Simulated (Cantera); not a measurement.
An isothermal, constant-pressure homogeneous reactor starts with N₂O : H₂O = 1 : 0.068 (molar parts), at 1598 K and 7.50 Torr. Integrator tolerance rtol = 1e-08.

Model: GRI-Mech 3.0 (53 species, 325 reactions), integrated in Cantera. GRI-Mech 3.0 was tuned for natural gas; its chemistry of N2O as a main component is partial and can be far from experiment. Radical loss at walls, strong at low pressure, is not modelled. The temperature is held fixed by assumption; the heat of reaction is taken as removed at once.

### Question
What does this change do: H2O 0.068 to 0.34 parts?

### Answer
| quantity | before | after |
|---|---|---|
| x(N₂O) at 200 s | 3.58e-6 (gas-phase equilibrium 1.14e-8) | 1.05e-6 (gas-phase equilibrium 8.99e-9) |
| x(H₂O) at 200 s | 0.0432 (gas-phase equilibrium 0.0432) | 0.184 (gas-phase equilibrium 0.184) |
| x(H₂O₂) at 200 s | 7.67e-10 (gas-phase equilibrium 8.62e-10) | 3.11e-9 (gas-phase equilibrium 3.40e-9) |
| x(NO₂) at 200 s | 5.98e-5 (gas-phase equilibrium 1.06e-6) | 3.76e-5 (gas-phase equilibrium 8.32e-7) |
| x(N₂) at 200 s | 0.569 (gas-phase equilibrium 0.637) | 0.498 (gas-phase equilibrium 0.542) |
| x(H) at 200 s | 1.29e-6 (gas-phase equilibrium 1.20e-6) | 2.71e-6 (gas-phase equilibrium 2.58e-6) |
| x(NO) at 200 s | 0.137 (gas-phase equilibrium 0.00213) | 0.0898 (gas-phase equilibrium 0.00182) |

### Question
What does this change do: temperature 1598 to 1123 K?

### Answer
```tsv
quantity	before	after
x(N₂O) at 200 s	3.58e-6 (gas-phase equilibrium 1.14e-8)	0.590 (gas-phase equilibrium 7.72e-10)
x(H₂O) at 200 s	0.0432 (gas-phase equilibrium 0.0432)	0.0562 (gas-phase equilibrium 0.0434)
x(H₂O₂) at 200 s	7.67e-10 (gas-phase equilibrium 8.62e-10)	7.34e-10 (gas-phase equilibrium 2.81e-11)
x(NO₂) at 200 s	5.98e-5 (gas-phase equilibrium 1.06e-6)	0.000457 (gas-phase equilibrium 3.59e-7)
x(N₂) at 200 s	0.569 (gas-phase equilibrium 0.637)	0.229 (gas-phase equilibrium 0.638)
x(H) at 200 s	1.29e-6 (gas-phase equilibrium 1.20e-6)	5.72e-10 (gas-phase equilibrium 1.81e-11)
x(NO) at 200 s	0.137 (gas-phase equilibrium 0.00213)	0.0137 (gas-phase equilibrium 0.000116)
```
The mechanism lacks the step 2 NO + O2 → 2 NO2, which can matter for NO2 below about 1400 K.
